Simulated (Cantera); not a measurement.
Cantera run, input and output.

```python
import numpy as np
import cantera as ct

surf = ct.Interface("ptcombust.yaml", "Pt_surf")
gas = surf.adjacent["gas"]
gas.TPX = 1000, 21000, {'CO': 0.0044, 'O2': 0.032, 'N2': 0.79}
surf.TP = 1000, 21000
reactor = ct.FlowReactor(gas, clone=False)
reactor.area = 0.0001  # m2
reactor.surface_area_to_volume_ratio = 100  # 1/m
reactor.mass_flow_rate = 0.33 * reactor.area * gas.density  # inlet velocity 0.33 m/s
reactor.energy_enabled = False
wall = ct.ReactorSurface(surf, reactor, clone=False)
net = ct.ReactorNet([reactor])
net.rtol, net.atol = 1e-8, 1e-16
show, cover = ['CO', 'O2', 'H2O', 'CO2'], ['PT(S)', 'H(S)', 'O(S)', 'OH(S)', 'CO(S)', 'C(S)']

rows = []
print(f"{'z/m':>9s}{'u/(m/s)':>9s}" + "".join(f"{s:>13s}" for s in show + cover))
for z in [4.2e-05, 9e-05, 0.00019, 0.00042, 0.0009, 0.0019, 0.0042]:
    net.advance(z)
    rows.append([reactor.speed, *gas[show].X, *surf[cover].coverages])
    print(f"{z:9.4g}{rows[-1][0]:9.3g}" + "".join(f"{x:13.4e}" for x in rows[-1][1:]))
```

Output:

```
      z/m  u/(m/s)           CO           O2          H2O          CO2        PT(S)         H(S)         O(S)        OH(S)        CO(S)         C(S)
  4.2e-05    0.329   1.3547e-03   3.6809e-02   1.2753e-35   3.9802e-03   4.1607e-01   7.8038e-25   5.8355e-01   1.8839e-21   3.7398e-04   3.3653e-14
    9e-05    0.329   6.6025e-04   3.6474e-02  -2.6194e-34   4.6765e-03   3.7011e-01   1.5038e-24   6.2975e-01   3.6091e-21   1.3490e-04   1.0006e-14
  0.00019    0.329   1.8217e-04   3.6244e-02   2.3976e-34   5.1559e-03   3.5086e-01   1.3402e-24   6.4911e-01   1.2519e-20   3.2566e-05   2.2216e-15
  0.00042    0.329   1.1214e-05   3.6162e-02   6.5284e-32   5.3273e-03   3.4522e-01   4.2019e-24   6.5478e-01   1.2810e-20   1.9259e-06   1.2815e-16
   0.0009    0.329   3.5457e-08   3.6156e-02   2.6940e-33   5.3385e-03   3.4486e-01   4.9213e-24   6.5514e-01   1.5027e-20   6.0740e-09   4.0353e-19
   0.0019    0.329   2.2045e-13   3.6156e-02  -6.2331e-31   5.3385e-03   3.4486e-01   5.0424e-24   6.5514e-01   1.5397e-20   3.7764e-14   2.5089e-24
   0.0042    0.329  -5.7890e-17   3.6156e-02   8.0297e-33   5.3385e-03   3.4486e-01   5.0448e-24   6.5514e-01   1.5404e-20  -7.3297e-32   3.2123e-38
```

Cantera simulation using Deutschmann's 1995 Pt surface mechanism with GRI-Mech 3.0 gas chemistry; the numbers are that mechanism's predictions, not measurements. Catalytic surfaces can have several steady states; this one follows from the mechanism file's or the stated starting coverage. Mass transfer to the wall is taken as infinitely fast.
